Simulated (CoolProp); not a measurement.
Computed with CoolProp (reference Helmholtz-energy equation of state, Jacobsen 1992).

Task: Give the vapour pressure (MPa), liquid density (kg/m³), enthalpy of vaporisation (kJ/kg), vapour Z of saturated R11 at 411.7 K.

Result: 
```
T (K)  p (MPa)  liquid density (kg/m³)  enthalpy of vaporisation (kJ/kg)  vapour Z
-----  -------  ----------------------  --------------------------------  --------
411.7     1.74                    1140                               121     0.732
```
